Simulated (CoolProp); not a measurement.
The numbers come from the reference Helmholtz-energy equation of state, Lemmon 2004 in CoolProp. It is a short technical equation, of lower accuracy than the large ones.

Task: For n-dodecane, give the phase and the density (kg/m³) at 620 K and 0.485 MPa.

Result: 
- 620 K and 0.485 MPa: gas; density 18.8
